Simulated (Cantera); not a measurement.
A perfectly stirred reactor is fed with CO : H₂ : O₂ : N₂ : H₂O = 1 : 0.37 : 0.825 : 3.1 : 1.4 (molar parts), equivalence ratio 0.83, at 1.60 bar; it is adiabatic with a 348 K inlet, and is followed from long to short residence time, starting on the burning branch (τ in s: 0.11, 0.04, 0.015, 0.0057, 0.0021, 0.00081, 0.00031, 0.00012, 4.4e-05, 1.6e-05).

Model: GRI-Mech 3.0 (53 species, 325 reactions), integrated in Cantera.

Problem. What does this change do: inlet temperature 348 to 800 K?

Solution. 
```
quantity                                                                        before                               after
------------------------------------------------  ------------------------------------  ----------------------------------
blow-out, bracketed by the residence times tried  burning at 0.310 ms, out at 0.120 ms  burning at 44.0 µs, out at 16.0 µs
x(CO) at τ = 0.110 s                                                           0.00138                             0.00563
x(H₂) at τ = 0.110 s                                                          0.000511                             0.00190
x(O₂) at τ = 0.110 s                                                            0.0237                              0.0250
x(CO₂) at τ = 0.110 s                                                            0.165                               0.160
x(H₂O₂) at τ = 0.110 s                                                         1.27e-7                             2.05e-7
x(CO) at τ = 0.810 ms                                                           0.0178                              0.0214
x(H₂) at τ = 0.810 ms                                                          0.00571                             0.00731
x(O₂) at τ = 0.810 ms                                                           0.0332                              0.0346
x(CO₂) at τ = 0.810 ms                                                           0.146                               0.142
x(H₂O₂) at τ = 0.810 ms                                                        1.04e-6                             5.01e-7
```

Problem. What does this change do: inlet temperature 348 to 625 K?

Solution. 
```
quantity                                                                        before                                after
------------------------------------------------  ------------------------------------  -----------------------------------
blow-out, bracketed by the residence times tried  burning at 0.310 ms, out at 0.120 ms  burning at 0.120 ms, out at 44.0 µs
x(CO) at τ = 0.110 s                                                           0.00138                              0.00306
x(H₂) at τ = 0.110 s                                                          0.000511                              0.00108
x(O₂) at τ = 0.110 s                                                            0.0237                               0.0243
x(CO₂) at τ = 0.110 s                                                            0.165                                0.163
x(H₂O₂) at τ = 0.110 s                                                         1.27e-7                              1.57e-7
x(CO) at τ = 0.810 ms                                                           0.0178                               0.0196
x(H₂) at τ = 0.810 ms                                                          0.00571                              0.00670
x(O₂) at τ = 0.810 ms                                                           0.0332                               0.0339
x(CO₂) at τ = 0.810 ms                                                           0.146                                0.144
x(H₂O₂) at τ = 0.810 ms                                                        1.04e-6                              6.34e-7
```
